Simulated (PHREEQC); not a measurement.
Consider water at 25 °C with 0.12 mmol/kgw Ca(HCO3)2 and 0.44 mmol/kgw Na2SO4. Closed to the air; pH follows from the charge balance.

Equilibrium calculation in PHREEQC: ion-association model, wateq4f.dat.

Precipitation was switched off in this run.

### Question
Order these Ca species by the share of Ca that they hold, largest first: CaCO3, CaSO4, Ca+2, CaHCO3+.

### Answer
Ca+2 (94 %), CaSO4 (5.7 %), CaHCO3+ (0.23 %), CaCO3 (0.20 %)

The pH is 8.15 and the ionic strength 0.00165 mol/kgw.
